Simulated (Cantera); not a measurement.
A closed system holds: 1 mol SiO₂, 0.62 mol C, 0.41 mol H₂, equilibrated at 1098.15 K and 6900 Pa.

Equilibrium computed with Cantera from the NASA thermochemical tables; the gas is ideal and each condensed phase is pure. Candidate condensed phases: C, C₆H₆, C₇H₈, C₈H₁₈, H₂O, Si, SiC, SiO₂; 123 gas species. Kinetics and transport are ignored.

**Question.** What is the equilibrium state?

**Answer.** 
| Item | Value |
|---|---|
| x(H₂) | 0.997 |
| x(CH₄) | 0.00251 |
| x(CO) | 4.73e-5 |
| n(C(graphite)) | 0.619 mol |
| n(SiO₂(β-quartz)) | 1.000 mol |
| gas amount | 0.4090 mol |
| log10 activity of Si(s) (absent) | -3.07 |
